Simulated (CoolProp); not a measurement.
R236EA along the isotherm -25.15 °C: fugacity coefficient from the reference equation and from simpler models built on Tc = 139.3 °C, pc = 3.414 MPa, ω = 0.368; each cubic takes its own stable root.

Model: reference Helmholtz-energy equation of state, Rui 2013, in CoolProp.

| p (MPa) | phase | reference |
|---|---|---|
| 0.32 | liquid | 0.07226 |
| 0.64 | liquid | 0.03667 |
| 0.96 | liquid | 0.02482 |
| 1.28 | liquid | 0.01889 |
| 1.6 | liquid | 0.01534 |
| 1.92 | liquid | 0.01298 |
| 2.24 | liquid | 0.01129 |
| 2.56 | liquid | 0.01003 |
| 2.88 | liquid | 0.009049 |
| 3.2 | liquid | 0.008267 |

**Question.** How far does each simpler model (van der Waals, Redlich-Kwong, Soave-Redlich-Kwong) lie from the reference over these 10 states: mean and median of the absolute difference, and the worst?

**Answer.** 
- van der Waals: mean 1147.7 %, median 1147.3 %, worst +1205.2 % at -25.15 °C and 3.2 MPa
- Redlich-Kwong: mean 207.6 %, median 207.6 %, worst +210.5 % at -25.15 °C and 3.2 MPa
- Soave-Redlich-Kwong: mean 0.7 %, median 0.7 %, worst +1.3 % at -25.15 °C and 3.2 MPa
